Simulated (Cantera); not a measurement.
An adiabatic, constant-pressure homogeneous reactor starts with CH4 : H2 : O2 : N2 = 1 : 0.18 : 1.61 : 6.04 (molar parts), equivalence ratio 1.3, at 1075 K and 500000 Pa. Integrator tolerance rtol = 1e-08.

Detailed kinetics in Cantera: GRI-Mech 3.0 (53 species, 325 reactions).

Q: What does this change do: initial temperature 1075 to 1598 K?

A: 
```json
[
 {"quantity": "time of steepest temperature rise", "before": "7.03 ms", "after": "84.4 µs"},
 {"quantity": "temperature at 0.100 s", "before": "2624 K", "after": "2911 K"},
 {"quantity": "equilibrium temperature", "before": "2624 K", "after": "2911 K"},
 {"quantity": "x(CH4) at 0.100 s", "before": "1.21e-12 (gas-phase equilibrium 1.40e-12)", "after": "<1e-12 (gas-phase equilibrium <1e-12)"},
 {"quantity": "x(H2) at 0.100 s", "before": "0.0421 (gas-phase equilibrium 0.0421)", "after": "0.0461 (gas-phase equilibrium 0.0461)"},
 {"quantity": "x(O2) at 0.100 s", "before": "0.000453 (gas-phase equilibrium 0.000453)", "after": "0.00310 (gas-phase equilibrium 0.00310)"},
 {"quantity": "x(CO2) at 0.100 s", "before": "0.0440 (gas-phase equilibrium 0.0440)", "after": "0.0364 (gas-phase equilibrium 0.0364)"},
 {"quantity": "x(HO2) at 0.100 s", "before": "4.00e-7 (gas-phase equilibrium 4.00e-7)", "after": "2.98e-6 (gas-phase equilibrium 2.98e-6)"},
 {"quantity": "x(C2H) at 0.100 s", "before": "<1e-12 (gas-phase equilibrium <1e-12)", "after": "<1e-12 (gas-phase equilibrium <1e-12)"}
]
```
